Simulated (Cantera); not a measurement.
# Ignition delay

Mixture: CH₄ : C₂H₆ : O₂ : N₂ = 1 : 0.061 : 2.46 : 9.25 (molar parts), equivalence ratio 0.90, at 9.87 atm, adiabatic and at constant pressure. Ignition delay is the time to a rise of 400 K.

Cantera simulation using GRI-Mech 3.0 (53 species, 325 reactions); the numbers are that mechanism's predictions, not measurements.

| T0 (K) | delay (ms) |
|---|---|
| 1350 | 0.309 |
| 1425 | 0.152 |
| 1500 | 0.0773 |
| 1575 | 0.0408 |
| 1650 | 0.0224 |

```yaml
apparent activation energy between 1500 and 1650 K: 170 kJ/mol
```
